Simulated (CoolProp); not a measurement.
Saturation properties of hexamethyldisiloxane (MM) (Tc = 518.7 K, pc = 1931 kPa, ω = 0.418).

Values from CoolProp's reference Helmholtz-energy equation of state, Thol 2016.

| T (K) | p (kPa) | liquid density (kg/m³) | enthalpy of vaporisation (kJ/kg) | surface tension (mN/m) |
|---|---|---|---|---|
| 332.5 | 25.53 | 722.4 | (withheld) | (withheld) |
| 335.8 | 28.96 | 718.8 | 211.5 | 12.2 |
| 339.1 | 32.75 | 715.1 | 210.0 | 11.9 |
| 342.4 | (withheld) | 711.4 | 208.4 | (withheld) |
| 345.7 | 41.52 | 707.6 | (withheld) | 11.3 |
| 349 | (withheld) | 703.9 | 205.2 | 11.1 |
| 352.3 | 52.06 | 700.1 | 203.6 | 10.8 |
| 355.6 | 58.07 | 696.3 | 201.9 | 10.5 |
| 358.9 | 64.62 | 692.4 | (withheld) | (withheld) |

Q: Some entries are withheld; supply them.

A: 
- 332.5, enthalpy of vaporisation (kJ/kg): 213.1
- 332.5, surface tension (mN/m): 12.4
- 342.4, p (kPa): 36.93
- 342.4, surface tension (mN/m): 11.6
- 345.7, enthalpy of vaporisation (kJ/kg): 206.8
- 349, p (kPa): 46.55
- 358.9, enthalpy of vaporisation (kJ/kg): 200.3
- 358.9, surface tension (mN/m): 10.2

It boils at 373.7 K under 1 atm.

Surface tension comes from a separate correlation (Mulero 2014), older than this fluid's equation and unchecked against measurements.
